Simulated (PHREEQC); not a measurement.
Synthetic water in mg/kgw, 20 °C, pH 2.19, pe 13:

```tsv
constituent	mg/kgw
Na	38.8
K	24
Ca	68.2
Mg	9.54
Cl	6.88
S(6) as SO4	1020
Si as SiO2	0.441
```

Valence states are taken as typed.

All values are PHREEQC results (ion-association model, phreeqc.dat), not measurements.

```yaml
ionic_strength: 0.0237 mol/kgw
specific_conductance: 3240 µS/cm
total_alkalinity: -10.00 meq/kg
charge_balance_error: -16.5 %
```

```csv
species,molality,activity,log γ
H+,0.00730,0.00646,-0.054
SO4-2,0.00727,0.00409,-0.250
HSO4-,0.00267,0.00231,-0.064
Na+,0.00166,0.00143,-0.063
Ca+2,0.00120,0.000684,-0.245
K+,0.000598,0.000514,-0.066
CaSO4,0.000477,0.000479,0.002
Mg+2,0.000265,0.000153,-0.239
Cl-,0.000194,0.000167,-0.065
MgSO4,0.000128,0.000128,0.002
NaSO4-,3.27e-5,2.84e-5,-0.061
CaHSO4+,2.20e-5,1.90e-5,-0.064
```

Precipitation was switched off in this run. Complexes and solids missing from the database can't appear.
